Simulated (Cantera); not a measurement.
A perfectly stirred reactor is fed with CH4 : C2H6 : C3H8 : O2 : N2 : H2O = 1 : 0.12 : 1.4 : 6.28 : 23.6 : 0.15 (molar parts), equivalence ratio 1.5, at 5.00 bar; it is adiabatic with a 425 K inlet, and is followed from long to short residence time, starting on the burning branch (τ in s: 0.47, 0.11, 0.025, 0.0059, 0.0014, 0.00032, 7.4e-05, 1.7e-05, 4e-06).

Detailed kinetics in Cantera: GRI-Mech 3.0 (53 species, 325 reactions). GRI-Mech 3.0 was tuned for natural gas; its chemistry of propane as a main component is partial and can be far from experiment.

Question: Predict: blow-out, bracketed by the residence times tried; x(CH4) at τ = 0.470 s; x(C2H6) at τ = 0.470 s; x(C3H8) at τ = 0.470 s; x(CH3) at τ = 0.470 s; x(NO) at τ = 0.470 s; x(CH4) at τ = 1.40 ms; x(C2H6) at τ = 1.40 ms; x(C3H8) at τ = 1.40 ms; x(CH3) at τ = 1.40 ms; x(NO) at τ = 1.40 ms.

Answer: 
| Quantity | Result |
|---|---|
| blow-out, bracketed by the residence times tried | burning at 0.320 ms, out at 74.0 µs |
| x(CH4) at τ = 0.470 s | 0.000136 |
| x(C2H6) at τ = 0.470 s | 1.14e-8 |
| x(C3H8) at τ = 0.470 s | 4.50e-8 |
| x(CH3) at τ = 0.470 s | 1.14e-5 |
| x(NO) at τ = 0.470 s | 2.96e-5 |
| x(CH4) at τ = 1.40 ms | 0.00283 |
| x(C2H6) at τ = 1.40 ms | 9.67e-6 |
| x(C3H8) at τ = 1.40 ms | 1.16e-5 |
| x(CH3) at τ = 1.40 ms | 0.000552 |
| x(NO) at τ = 1.40 ms | 4.24e-5 |
